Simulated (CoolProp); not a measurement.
Computed with CoolProp (reference Helmholtz-energy equation of state, Bücker 2006).

Problem. For n-butane, give the phase and the density (kg/m³), cp (kJ/(kg K)), Joule-Thomson coefficient (K/MPa), isothermal compressibility (1/MPa) at 117.85 °C and 5.58 MPa; 133.25 °C and 5.58 MPa; 148.55 °C and 5.58 MPa.

Solution. 
- 117.85 °C and 5.58 MPa: liquid; density 458, cp 3.08, Joule-Thomson coefficient 0.364, isothermal compressibility 0.0130
- 133.25 °C and 5.58 MPa: liquid; density 429, cp 3.31, Joule-Thomson coefficient 0.729, isothermal compressibility 0.0208
- 148.55 °C and 5.58 MPa: liquid; density 391, cp 3.70, Joule-Thomson coefficient 1.45, isothermal compressibility 0.0402
